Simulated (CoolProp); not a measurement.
Saturation properties of tetrahydrofuran (Tc = 540.2 K, pc = 5.304 MPa, ω = 0.234).

Values from CoolProp's reference Helmholtz-energy equation of state, Fiedler 2023.

```
T (K)  p (MPa)  liquid density (kg/m³)  vapour density (kg/m³)  enthalpy of vaporisation (kJ/kg)  liquid cp (kJ/(kg K))
-----  -------  ----------------------  ----------------------  --------------------------------  ---------------------
344.9   0.1219                   828.9                   3.168                             412.0                  1.909
349.1   0.1387                   824.0                   3.573                             408.8                  1.926
353.3   0.1573                   819.0                   4.017                             405.5                  1.945
357.5   0.1777                   814.0                   4.503                             402.3                  1.963
361.7   0.2001                   808.9                   5.033                             398.9                  1.981
365.9   0.2247                   803.8                   5.609                             395.6                  2.000
370.1   0.2515                   798.7                   6.236                             392.1                  2.019
374.3   0.2806                   793.5                   6.916                             388.7                  2.038
378.4   0.3116                   788.4                   7.633                             385.2                  2.057
```

It boils at 339.1 K under 1 atm.
